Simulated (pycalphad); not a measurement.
## Phase fractions of Hf-10.08C (at.%)

Computed with pycalphad from the COST 507 light-alloy database (1999), at 1 atm. The data set is of 1999 and partly superseded. Phase fractions are per mole of atoms. Diffusion is slow at the low end, where real alloys seldom reach equilibrium.

```csv
T (K),LIQUID,FCC_A1,HCP_A3
3150,1.000,-,-
3000,0.952,0.048,-
2850,0.904,0.096,-
2700,0.864,0.136,-
2550,-,-,1.000
2325,-,0.021,0.979
2175,-,0.063,0.937
2025,-,0.093,0.907
1875,-,0.117,0.883
1725,-,0.138,0.862
1575,-,0.155,0.845
1425,-,0.170,0.830
1275,-,0.184,0.816
1125,-,0.197,0.803
975,-,0.209,0.791
825,-,0.220,0.780
675,-,0.230,0.770
525,-,0.240,0.760
```

FCC_A1 is fcc; HCP_A3 is hcp. The fcc model also describes the rock-salt carbide or nitride (TiC, TiN, HfC).
